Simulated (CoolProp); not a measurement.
Model: reference Helmholtz-energy equation of state, Zhou 2012, in CoolProp.

For p-xylene, give the phase and the density (kg/m³), cp (kJ/(kg K)), cv (kJ/(kg K)), expansivity (1/kK) at 502.1 K and 7.64 bar; 502.1 K and 12.9 bar; 502.1 K and 21.8 bar.


- 502.1 K and 7.64 bar: liquid; density 651, cp 2.49, cv 1.97, expansivity 2.09
- 502.1 K and 12.9 bar: liquid; density 653, cp 2.48, cv 1.97, expansivity 2.04
- 502.1 K and 21.8 bar: liquid; density 657, cp 2.47, cv 1.97, expansivity 1.96
